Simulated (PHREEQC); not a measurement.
Nickel, zinc or cadmium bath: speciation

Make-up at 2.4 °C: 0.18 mol/kgw CdCl2 and 0.04 mol/kgw KCl. Closed to the air; pH follows from the charge balance.

The numbers come from PHREEQC with the ion-association model, wateq4f.dat.

This is a speciation only: nothing precipitates in the calculation.

Question: Predict the pH.

Answer: pH 5.40.

Question: In which forms is Cl present?

Answer: Cl- 48 %, CdCl+ 28 %, CdCl2 21 %, CdCl3- 2.7 % of the Cl.

Away from 25 °C the constants follow the database's enthalpies or fits; those with neither stay at their 25 °C values.
